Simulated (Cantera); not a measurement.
A closed system holds: 1 mol Al, 8 mol HCl, 9.4 mol H2, 0.72 mol H2O, at 1275 °C and 0.133 bar.

Method: chemical equilibrium by Gibbs-energy minimisation in Cantera with the NASA 1993 tables (ideal gas, pure condensed phases). Candidate condensed phases: Al, AlCl3, Al2O3, H2O; 29 gas species. The tables' values for AlCl2 are old estimates; treat these amounts as uncertain. The numbers say what is thermodynamically allowed, not how fast it happens.

Base state: H2 0.610, HCl 0.361, AlCl3 0.0285, AlCl2 0.000603, H2O 0.000158, AlCl 8.31e-5, H 6.58e-5, Cl 3.11e-5 (mole fractions); condensed: Al2O3(s).

Task: What changes in the equilibrium state with this change: pressure from 0.133 bar to 1.33 mbar?

Result: 
```csv
species,before,after
H2,0.610,0.598
HCl,0.361,0.372
AlCl3,0.0285,0.0196
AlCl,8.31e-5,0.00529
Cl,3.11e-5,0.000324
"Al2O3(s), mol",0.239,0.240
```
